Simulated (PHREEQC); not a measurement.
Solution (25 °C): 0.51 mol/kgw KCl, 0.59 mol/kgw Na2SO4 and 1.6 mol/kgw KBr. Closed to the air; pH follows from the charge balance.

Computed with PHREEQC (Pitzer model, pitzer.dat).

This is a speciation only: nothing precipitates in the calculation.

**Question.** Predict the activity of water.

**Answer.** activity of water 0.910.

The solution is supersaturated, for example in Arcanite, Glaserite, so a real one may precipitate; this is no full list.
